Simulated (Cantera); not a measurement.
An isothermal, constant-pressure homogeneous reactor starts with 0.208 % CO, 0.366 % O2, 0.505 % H2O, 98.9 % N2, equivalence ratio 0.28, at 1250 K and 100000 Pa.

Cantera simulation using GRI-Mech 3.0 (53 species, 325 reactions); the numbers are that mechanism's predictions, not measurements.

x: mole fraction; the columns are a selection and need not sum to one.

```
t (s)         x CO     x O2    x H2O      x OH     x N2O     x NO2
--------  --------  -------  -------  --------  --------  --------
3.00e-6    0.00208  0.00366  0.00505    <1e-12    <1e-12    <1e-12
9.72e-6    0.00208  0.00366  0.00505    <1e-12    <1e-12    <1e-12
3.15e-5    0.00208  0.00366  0.00505  1.58e-12    <1e-12    <1e-12
0.000102   0.00208  0.00366  0.00505  9.98e-12    <1e-12    <1e-12
0.000330   0.00208  0.00366  0.00505  7.25e-11    <1e-12    <1e-12
0.00107    0.00208  0.00366  0.00505  7.05e-10    <1e-12    <1e-12
0.00346    0.00208  0.00366  0.00504   5.45e-8  2.40e-11    <1e-12
0.0112     0.00125  0.00325  0.00491   5.39e-5   1.20e-7  1.46e-11
0.0363    0.000115  0.00268  0.00503   2.10e-5   3.00e-7  2.26e-10
0.118            …  0.00263  0.00505         …         …  7.80e-10
0.381      7.20e-7  0.00262  0.00505   2.45e-6   3.26e-7  7.68e-10
1.23       3.82e-8  0.00262  0.00505   1.07e-6   1.85e-7  3.55e-10
4.00       4.95e-9  0.00262  0.00505   6.16e-7   2.99e-8  1.88e-10
```

Some entries are withheld; supply them.


- 0.118, x CO: 1.00e-5
- 0.118, x OH: 6.85e-6
- 0.118, x N2O: 3.59e-7
